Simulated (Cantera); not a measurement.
Cantera run:

```python
import numpy as np
import cantera as ct

gas_names = """
    C CO CO2 C2 C2O C3 C3O2 C4 C5 Cu CuO Cu2 O O2 O3
""".split()
cond_names = """
    C(gr) Cu(cr) Cu(L) CuO(s) Cu2O(s) Cu2O(L)
""".split()


# ... load() reads the species with a 1 bar reference pressure and builds the phases ...
atoms = {
    'Cu2O': {'Cu': 2, 'O': 1},
    'CO': {'C': 1, 'O': 1},
}
top_T = {'C(gr)': 4500, 'CuO(s)': 1390}  # K; cautious upper limits of use, not melting points


# ... equilibrate(T, P, feed) seeds the gas with the atoms and calls Mixture.equilibrate('TP', solver="vcs", rtol=1e-11, max_steps=5000) ...
results = []
feed = {'Cu2O': 1, 'CO': 1.9}  # mol
P = 1333.22  # Pa
for T in [2048, 2123, 2198, 2273, 2348, 2423, 2498]:
    mix = equilibrate(T, P, feed)
    results.append((T, P, feed, dict(zip(mix.species_names, mix.species_moles))))

top = {s: max(r[3][s] / sum(r[3][g] for g in gas_names) for r in results) for s in gas_names}
cols = sorted((s for s in top if top[s] > 1e-05), key=lambda s: -top[s])[:8]
seen = [c for c in cond_names if any(r[3].get(c, 0) > 1e-12 for r in results)]
print("log10 of partial pressures in bar; condensed amounts in mol")
print(f"{'T/K':>10s}" + "".join(f"{s[:9]:>10s}" for s in cols + seen))
for T, P, feed, n in results:
    ng = sum(n[g] for g in gas_names)
    print(f"{T:10.4g}" + "".join(f"{np.log10(max(n[s] / ng * P / 1e5, 1e-99)):10.3f}" for s in cols)
          + "".join(f"{n.get(c, 0):10.4g}" for c in seen))
```

It prints:

```
log10 of partial pressures in bar; condensed amounts in mol
       T/K        Cu        CO       CO2        O2         O       Cu2       CuO     Cu(L)
      2048    -2.177    -2.501    -2.458    -5.332    -5.684    -4.492    -5.834   0.07621
      2123    -2.168    -2.507    -2.471    -4.846    -5.211    -4.651    -5.611         0
      2198    -2.169    -2.500    -2.480    -4.413    -4.780    -4.817    -5.422         0
      2273    -2.171    -2.485    -2.500    -4.048    -4.397    -4.975    -5.267         0
      2348    -2.175    -2.461    -2.535    -3.761    -4.066    -5.128    -5.152         0
      2423    -2.181    -2.431    -2.590    -3.551    -3.784    -5.277    -5.076         0
      2498    -2.189    -2.398    -2.664    -3.407    -3.547    -5.421    -5.034         0
```

Method: chemical equilibrium by Gibbs-energy minimisation in Cantera with the NASA 1993 tables (ideal gas, pure condensed phases).
